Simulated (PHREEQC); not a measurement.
## Metal-bearing waste water

Consider water at 20 °C with 0.074 mmol/kgw FeSO4, 0.88 mmol/kgw NaH2PO4 and 1.2 mmol/kgw NaCl. Closed to the air; pH follows from the charge balance.

The numbers come from PHREEQC with the ion-association model, phreeqc.dat.

This is a speciation only: nothing precipitates in the calculation.

Estimate the pH, ionic strength.

pH 5.12; ionic strength 0.00235 mol/kgw.

In which forms is P present?

H2PO4- 97 %, FeH2PO4+ 2.1 %, HPO4-2 0.9 % of the P.
